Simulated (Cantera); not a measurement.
## NO annealing gas

An isothermal, constant-pressure homogeneous reactor starts with 13.0 % NO, 87.0 % N2, at 1950 K and 1.00 bar.

Cantera simulation using GRI-Mech 3.0 (53 species, 325 reactions); the numbers are that mechanism's predictions, not measurements.

```csv
t (s),x NO,x O,x O2,x N2,x NO2
1.00e-6,0.130,1.34e-8,1.04e-12,0.870,8.09e-11
6.13e-6,0.130,8.03e-8,3.82e-11,0.870,2.93e-9
3.76e-5,0.130,4.33e-7,1.32e-9,0.870,9.04e-8
0.000231,0.130,2.09e-6,4.50e-8,0.870,1.55e-6
0.00141,0.130,1.29e-5,3.56e-6,0.870,1.37e-5
0.00867,0.130,2.21e-5,0.000113,0.870,2.45e-5
0.0532,0.128,2.53e-5,0.000858,0.871,2.80e-5
0.326,0.119,3.96e-5,0.00545,0.876,4.13e-5
2.00,0.0729,7.84e-5,0.0284,0.899,5.11e-5
```
x: mole fraction; the columns are a selection and need not sum to one.

Equilibrium at this temperature and pressure: NO 0.00398, O 0.000114, O2 0.0629, N2 0.933, NO2 4.08e-6 (gas phase only).
